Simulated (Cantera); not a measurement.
Feed: 1 mol CuO, 1200 mol H₂, 2.7 mol H₂O, held at 7.10 bar.

Cantera equilibrium calculation (NASA polynomials, part measured and part estimated; ideal gas, pure solids and liquids). Candidate condensed phases: Cu, CuO, Cu(OH)₂, Cu₂O, H₂O; 12 gas species. Rates play no part. All values below are at 1227 °C.

Base state: H₂ 0.997, H₂O 0.00308 (mole fractions); condensed: Cu(l).

Q: What changes in the equilibrium state with this change: pressure from 7.10 bar to 0.000310 bar?

A: 
```csv
species,before,after
H₂,0.997,0.995
H₂O,0.00308,0.00307
H,6.60e-6,0.000997
Cu,1.16e-6,0.000830
"Cu(l), mol",0.999,0
```
